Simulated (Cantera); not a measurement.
Input: 1 mol SiCl4, 0.21 mol Cl2, 56 mol N2, 0.57 mol HCl, at 1100 K and 1 atm.

Cantera equilibrium calculation (NASA polynomials, part measured and part estimated; ideal gas, pure solids and liquids). Candidate condensed phases: NH4Cl, Si, Si3N4; 28 gas species. Rates play no part.

Base state: N2 0.969, SiCl4 0.0173, HCl 0.00986, Cl2 0.00359, Cl 9.02e-5 (mole fractions); condensed: gas only.

Task: What changes in the equilibrium state with this change: SiCl4 replaced by Si2Cl6?

Result: 
| species | before | after |
|---|---|---|
| N2 | 0.969 | 0.963 |
| SiCl4 | 0.0173 | 0.0278 |
| HCl | 0.00986 | 0.00935 |
| Cl2 | 0.00359 | <1e-9 |
| H2 | <1e-9 | 0.000244 |
| SiHCl3 | <1e-9 | 1.07e-5 |
| SiCl3 | 3.62e-9 | 3.80e-5 |
| Cl | 9.02e-5 | 1.38e-8 |
| Si3N4(s), mol | 0 | 0.129 |
The feed counts by its element totals alone. N2 is the only nitrogen source here; it is nearly inert below about 1500 K, so the nitride shown seldom forms there in practice. The tables' values for SiCl3 are old estimates; treat these amounts as uncertain.
